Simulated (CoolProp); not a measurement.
Vapour-liquid equilibrium of dimethyl ether (1) + R134a (2) at -82.35 °C; x and y are mole fractions of (1).

Model: multi-fluid Helmholtz-energy mixture model, Wu 2011 and Tillner-Roth 1994; pair parameters Bell 2016, in CoolProp.

```tsv
x	bubble pressure (MPa)	y at the bubble point	dew pressure at overall composition x (MPa)	liquid density (mol/L)
0.05	0.002978	[?]	0.002967	15.17
0.2	0.002876	0.170	0.002859	15.53
0.35	0.002809	[?]	0.002805	15.89
0.5	0.002801	0.514	[?]	[?]
0.65	0.002874	0.699	0.002846	16.65
0.8	0.003034	0.858	0.002962	[?]
0.95	0.003261	0.972	0.003204	17.45
```

Q: Fill in the missing entries.

A: 
- 0.05, y at the bubble point: 0.038
- 0.35, y at the bubble point: 0.331
- 0.5, dew pressure at overall composition x (MPa): 0.002799
- 0.5, liquid density (mol/L): 16.27
- 0.8, liquid density (mol/L): 17.05

y crosses x between x = 0.35 and 0.5: the model has an azeotrope there.

Pair parameters are fitted to limited data, so mixtures are less certain than the pure fluids.
